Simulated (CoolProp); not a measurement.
Vapour-liquid equilibrium of R22 (1) + c-C4F8 (RC318) (2) at 264.4 K; x and y are mole fractions of (1).

Model: multi-fluid Helmholtz-energy mixture model, Kamei 1995 and Platzer 1990; pair parameters Bell 2016, in CoolProp. This equation is an older, rougher fit; its heat capacities, sound speeds and derivatives of the liquid may be far off and weren't checked against measurements.

```json
[
 {"x": "0.05", "bubble pressure, mixture model (kPa)": "…", "bubble pressure, Raoult's law (kPa)": "104.2", "y, mixture model": "…", "y, Raoult's law": "0.178"},
 {"x": "0.2", "bubble pressure, mixture model (kPa)": "…", "bubble pressure, Raoult's law (kPa)": "146.3", "y, mixture model": "0.555", "y, Raoult's law": "0.507"},
 {"x": "0.35", "bubble pressure, mixture model (kPa)": "…", "bubble pressure, Raoult's law (kPa)": "188.4", "y, mixture model": "0.761", "y, Raoult's law": "0.689"},
 {"x": "0.5", "bubble pressure, mixture model (kPa)": "294.0", "bubble pressure, Raoult's law (kPa)": "230.5", "y, mixture model": "…", "y, Raoult's law": "0.804"},
 {"x": "0.65", "bubble pressure, mixture model (kPa)": "328.0", "bubble pressure, Raoult's law (kPa)": "272.5", "y, mixture model": "0.884", "y, Raoult's law": "0.884"},
 {"x": "0.8", "bubble pressure, mixture model (kPa)": "…", "bubble pressure, Raoult's law (kPa)": "314.6", "y, mixture model": "0.913", "y, Raoult's law": "0.943"},
 {"x": "0.95", "bubble pressure, mixture model (kPa)": "366.3", "bubble pressure, Raoult's law (kPa)": "356.7", "y, mixture model": "…", "y, Raoult's law": "0.987"}
]
```

Complete the blanks.


- 0.05, bubble pressure, mixture model (kPa): 99.66
- 0.05, y, mixture model: 0.141
- 0.2, bubble pressure, mixture model (kPa): 157.4
- 0.35, bubble pressure, mixture model (kPa): 234.4
- 0.5, y, mixture model: 0.845
- 0.8, bubble pressure, mixture model (kPa): 348.4
- 0.95, y, mixture model: 0.965

The largest gap from Raoult's law is +27.5 % in bubble pressure, at x = 0.5. No azeotrope shows between x = 0.05 and 0.95.

Pair parameters are fitted to limited data, so mixtures are less certain than the pure fluids. The gap from Raoult's law changes sign with composition, which may be real or a fault of the pair parameters; it wasn't checked against measurements.
